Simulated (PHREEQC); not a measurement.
Make-up at 25 °C: 0.018 mol/kgw Cu(BF4)2. Closed to the air; pH follows from the charge balance.

All values are PHREEQC results (ion-association model, phreeqc.dat), not measurements.

```json
[
 {"quantity": "pH", "before": "2.79", "after": "2.87"},
 {"quantity": "BF4- (mol/kgw)", "before": "0.0319", "after": "0.0150"},
 {"quantity": "HF (mol/kgw)", "before": "0.00530", "after": "0.00432"},
 {"quantity": "F- (mol/kgw)", "before": "0.00276", "after": "0.00254"},
 {"quantity": "BF3OH- (mol/kgw)", "before": "0.00219", "after": "0.00127"}
]
```

Which change was made?
A. Cu(BF4)2 from 0.018 to 0.009 mol/kgw
B. temperature from 25 to 90 °C
C. Cu(BF4)2 from 0.018 to 0.0018 mol/kgw

A, Cu(BF4)2 from 0.018 to 0.009 mol/kgw

No solid was allowed to form. Real BF4- forms and hydrolyses slowly; the run takes it at equilibrium.
